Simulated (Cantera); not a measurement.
**Reactions in the system C-H-Ni-S**

Cantera with NASA thermochemical tables; ideal gases at 1 bar, condensed phases pure. Values are per mole of reaction as written; species without (g) are pure solids or liquids, kept so even where they would boil at 1 bar.

5 H2S(g) + C6H6(g) + 5 NiS ⇌ 2 C3H8(g) + 5 NiS2

| T (K) | ΔH° (kJ) | ΔS° (J/K) | ΔG° (kJ) | log10 K | condensed phases |
|---|---|---|---|---|---|
| 300 | -407.3 | -662.4 | -208.5 | 36.31 | NiS(s), NiS2(s) |
| 725 | -433.9 | -701.2 | 74.5 | -5.36 | NiS(s), NiS2(s) |
| 925 | -429.0 | -695.2 | 214.1 | -12.09 | NiS(s), NiS2(s) |
| 1125 | -425.2 | -691.4 | 352.7 | -16.37 | NiS(s), NiS2(s) |
| 1325 | -246.1 | -554.3 | 488.4 | -19.25 | NiS(l), NiS2(l) |
| 1525 | -249.5 | -556.7 | 599.5 | -20.53 | NiS(l), NiS2(l) |
| 1725 | -252.8 | -558.8 | 711.0 | -21.53 | NiS(l), NiS2(l) |
| 1925 | -256.0 | -560.5 | 823.0 | -22.33 | NiS(l), NiS2(l) |
| 2125 | -259.0 | -562.0 | 935.2 | -22.99 | NiS(l), NiS2(l) |
| 2325 | -262.0 | -563.3 | 1047.8 | -23.54 | NiS(l), NiS2(l) |
| 2525 | -265.0 | -564.6 | 1160.6 | -24.01 | NiS(l), NiS2(l) |
| 2725 | -267.9 | -565.7 | 1273.6 | -24.41 | NiS(l), NiS2(l) |
